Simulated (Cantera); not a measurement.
Charge: 1 mol SiHCl3, 0.026 mol C2H4, 5.6 mol H2, held at 975 K and 100000 Pa.

Cantera equilibrium calculation (NASA polynomials, part measured and part estimated; ideal gas, pure solids and liquids). Candidate condensed phases: C, C6H6, C7H8, C8H18, Si, SiC; 109 gas species. The tables' values for SiCl3 are old estimates; treat these amounts as uncertain. Rates play no part.

Base state: H2 0.871, SiCl4 0.0732, SiHCl3 0.0434, HCl 0.00840, SiH2Cl2 0.00269, SiCl3 0.000582, SiCl2 0.000131, SiH3Cl 4.23e-5 (mole fractions); condensed: Si(s) + SiC(s).

Task: What changes in the equilibrium state with this change: temperature from 975 K to 1623.15 K?

Result: 
```tsv
species	before	after
H2	0.871	0.750
HCl	0.00840	0.135
SiCl2	0.000131	0.0851
SiCl3	0.000582	0.0159
SiCl4	0.0732	0.00696
SiHCl3	0.0434	0.00599
H	1.07e-9	5.99e-5
CH4	2.97e-5	9.48e-6
SiH2Cl2	0.00269	0.000870
SiH3Cl	4.23e-5	3.79e-5
Si(s), mol	0.128	0.0878
SiC(s), mol	0.0518	0.0519
```
Mutual solubility and eutectic melting of coexisting phases are not modelled.
